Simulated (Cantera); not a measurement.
# Low-pressure radical oxidation in H2/O2

An isothermal, constant-pressure homogeneous reactor starts with 46.2 % H₂, 53.8 % O₂, at 975 K and 0.0263 atm.

Detailed kinetics in Cantera: GRI-Mech 3.0 (53 species, 325 reactions). Radical loss at walls, strong at low pressure, is not modelled. The temperature is held fixed by assumption; the heat of reaction is taken as removed at once.

```csv
t (s),x H₂,x O₂,x H,x HO₂,x H₂O₂,x O,x H₂O
3.00e-6,0.462,0.538,7.11e-12,7.18e-12,<1e-12,<1e-12,<1e-12
8.77e-6,0.462,0.538,2.06e-11,2.10e-11,<1e-12,<1e-12,<1e-12
2.56e-5,0.462,0.538,6.09e-11,6.16e-11,<1e-12,4.37e-12,4.24e-12
7.50e-5,0.462,0.538,2.09e-10,1.82e-10,<1e-12,2.89e-11,6.09e-11
0.000219,0.462,0.538,1.34e-9,5.57e-10,<1e-12,2.43e-10,1.09e-9
0.000641,0.462,0.538,8.23e-8,4.35e-9,5.37e-12,1.57e-8,9.93e-8
0.00187,0.446,0.531,0.00948,1.17e-5,4.88e-8,0.00176,0.0119
0.00548,0.00848,0.398,0.00453,4.36e-5,3.21e-6,0.00284,0.584
0.0160,0.000915,0.399,4.27e-5,1.65e-5,1.84e-6,0.000155,0.600
0.0468,0.000136,0.399,2.27e-6,4.01e-6,8.02e-7,2.05e-5,0.601
0.137,1.47e-5,0.399,1.24e-7,6.41e-7,2.86e-7,2.99e-6,0.601
0.400,1.22e-6,0.399,8.07e-9,1.04e-7,9.48e-8,5.38e-7,0.601
1.17,1.31e-7,0.399,8.37e-10,2.34e-8,3.19e-8,1.27e-7,0.601
3.42,2.85e-8,0.399,1.25e-10,6.85e-9,1.13e-8,3.64e-8,0.601
10.0,8.15e-9,0.399,2.16e-11,2.30e-9,4.06e-9,1.14e-8,0.601
```
x: mole fraction; the columns are a selection and need not sum to one.

Equilibrium at this temperature and pressure: H₂ 2.39e-10, O₂ 0.399, H <1e-12, HO₂ 9.90e-10, H₂O₂ 1.26e-10, O 2.81e-10, H₂O 0.601 (gas phase only).
